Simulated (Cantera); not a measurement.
A Cantera script and what it prints.

```python
import numpy as np
import cantera as ct

gas_names = """
    CL CL2 H HCL H2 K KCL KH K2 K2CL2 N NH NH2 NH3 N2 N2H2 N2H4
""".split()
cond_names = """
    K(cr) K(L) KCL(s) KCL(L) NH4CL(a) NH4CL(b)
""".split()


def load(file, names, dense=False):
    # The tables refer to 1 bar. Condensed volumes are neglected.
    table = {s.name: s for s in ct.Species.list_from_file(file)}
    out = []
    for n in names:
        d = dict(table[n].input_data)
        d["thermo"] = dict(d["thermo"], **{"reference-pressure": 1e5})
        if dense:
            d["equation-of-state"] = {"model": "constant-volume", "density": "1e6 g/cm^3"}
        out.append(ct.Species.from_dict(d))
    return out


gas = ct.Solution(thermo="ideal-gas", species=load("nasa_gas.yaml", gas_names))
cond = {s.name: ct.Solution(thermo="fixed-stoichiometry", species=[s], name=s.name)
        for s in load("nasa_condensed.yaml", cond_names, dense=True)}
atoms = {
    'KCl': {'K': 1, 'CL': 1},
    'H2': {'H': 2},
    'N2': {'N': 2},
}
top_T = {}  # K; cautious upper limits of use, not melting points


def equilibrate(T, P, feed):
    n = {}
    for name, mol in feed.items():
        for a, k in atoms[name].items():
            n[a] = n.get(a, 0.0) + k * mol
    gas.TPX = T, P, n
    mass = sum(n.values()) * gas.mean_molecular_weight
    gas.equilibrate("TP")
    valid = [c for c in cond.values() if c.min_temp <= T <= top_T.get(c.name, c.max_temp)]
    mix = ct.Mixture([(gas, mass / gas.mean_molecular_weight)] + [(c, 0.0) for c in valid])
    mix.T, mix.P = T, P
    mix.equilibrate("TP", solver="vcs", rtol=1e-11, max_steps=5000)
    return mix


results = []
feed = {'KCl': 1, 'H2': 0.26, 'N2': 0.61}  # mol
P = 870  # Pa
for T in [823, 873, 923, 973, 1023, 1073, 1123, 1173, 1223]:
    mix = equilibrate(T, P, feed)
    results.append((T, P, feed, dict(zip(mix.species_names, mix.species_moles))))
    x = sorted(zip(gas.X, gas.species_names), reverse=True)
    print(f"T = {T:g} K  P = {P:g} Pa  gas = {mix.phase_moles(0):.4g} mol")
    print("   x: " + "  ".join(f"{s} {v:.3e}" for v, s in x if v > 0.0001))
    print("   condensed (mol): " + ("  ".join(f"{mix.phase(i).name} {mix.phase_moles(i):.4g}"
          for i in range(1, mix.n_phases) if mix.phase_moles(i) > 1e-12) or "none"))
```

Result:

```
T = 823 K  P = 870 Pa  gas = 0.8701 mol
   x: N2 7.011e-01  H2 2.988e-01
   condensed (mol): KCL(s) 0.9999
T = 873 K  P = 870 Pa  gas = 0.8704 mol
   x: N2 7.008e-01  H2 2.987e-01  KCL 3.863e-04
   condensed (mol): KCL(s) 0.9995
T = 923 K  P = 870 Pa  gas = 0.8721 mol
   x: N2 6.994e-01  H2 2.981e-01  KCL 1.860e-03  K2CL2 5.874e-04
   condensed (mol): KCL(s) 0.9974
T = 973 K  P = 870 Pa  gas = 0.8791 mol
   x: N2 6.939e-01  H2 2.957e-01  KCL 7.554e-03  K2CL2 2.836e-03
   condensed (mol): KCL(s) 0.9884
T = 1023 K  P = 870 Pa  gas = 0.9045 mol
   x: N2 6.744e-01  H2 2.874e-01  KCL 2.653e-02  K2CL2 1.157e-02
   condensed (mol): KCL(s) 0.9551
T = 1073 K  P = 870 Pa  gas = 0.978 mol
   x: N2 6.237e-01  H2 2.658e-01  KCL 7.571e-02  K2CL2 3.462e-02
   condensed (mol): KCL(L) 0.8582
T = 1123 K  P = 870 Pa  gas = 1.187 mol
   x: N2 5.138e-01  H2 2.189e-01  KCL 1.844e-01  K2CL2 8.258e-02  HCL 1.448e-04  K 1.448e-04
   condensed (mol): KCL(L) 0.5848
T = 1173 K  P = 870 Pa  gas = 1.659 mol
   x: N2 3.678e-01  KCL 3.474e-01  H2 1.566e-01  K2CL2 1.276e-01  HCL 2.953e-04  K 2.953e-04
   condensed (mol): none
T = 1223 K  P = 870 Pa  gas = 1.726 mol
   x: KCL 4.116e-01  N2 3.534e-01  H2 1.504e-01  K2CL2 8.362e-02  HCL 4.943e-04  K 4.943e-04
   condensed (mol): none
```

Equilibrium computed with Cantera from the NASA thermochemical tables; the gas is ideal and each condensed phase is pure.
